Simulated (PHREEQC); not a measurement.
HCl is added in steps, without added water, to 1 kg of water holding 0.0033 mol/kgw HF, 0.069 mol/kgw Na2HPO4 and 0.0094 mol/kgw NaCl, at 50 °C. Oxygen alone is held at its pressure in air (log pO2 = -0.68). The system is closed to CO2. Only these solids could form: Halite.

Base run: PHREEQC, ion-association model, wateq4f.dat. Each further column changes one thing. The table gives F- (mol/kgw).

```json
[
 {"HCl added (mol)": "0", "base": "0.00317", "Debye-Hückel limiting law": "0.00321", "Davies equation for every ion": "0.00317", "all activity coefficients set to 1": "0.00306", "database phreeqc.dat": "0.00317"},
 {"HCl added (mol)": "0.02125", "base": "0.00317", "Debye-Hückel limiting law": "0.00321", "Davies equation for every ion": "0.00316", "all activity coefficients set to 1": "0.00306", "database phreeqc.dat": "0.00317"},
 {"HCl added (mol)": "0.04958", "base": "0.00316", "Debye-Hückel limiting law": "0.00319", "Davies equation for every ion": "0.00315", "all activity coefficients set to 1": "0.00305", "database phreeqc.dat": "0.00316"},
 {"HCl added (mol)": "0.07083", "base": "0.00196", "Debye-Hückel limiting law": "0.00197", "Davies equation for every ion": "0.00194", "all activity coefficients set to 1": "0.00184", "database phreeqc.dat": "0.00196"},
 {"HCl added (mol)": "0.09917", "base": "0.000412", "Debye-Hückel limiting law": "0.000429", "Davies equation for every ion": "0.000402", "all activity coefficients set to 1": "0.000349", "database phreeqc.dat": "0.000414"},
 {"HCl added (mol)": "0.1204", "base": "0.000193", "Debye-Hückel limiting law": "0.000218", "Davies equation for every ion": "0.000190", "all activity coefficients set to 1": "0.000148", "database phreeqc.dat": "0.000194"},
 {"HCl added (mol)": "0.1487", "base": "8.82e-5", "Debye-Hückel limiting law": "0.000114", "Davies equation for every ion": "8.81e-5", "all activity coefficients set to 1": "5.67e-5", "database phreeqc.dat": "8.88e-5"},
 {"HCl added (mol)": "0.17", "base": "5.73e-5", "Debye-Hückel limiting law": "8.06e-5", "Davies equation for every ion": "5.76e-5", "all activity coefficients set to 1": "3.36e-5", "database phreeqc.dat": "5.77e-5"}
]
```

H3PO4, which wateq4f.dat lacks, is added to it with the constant of phreeqc.dat. Constants without temperature data keep their 25 °C values here. phreeqc.dat and wateq4f.dat share most of their constants, so their agreement is no independent check.
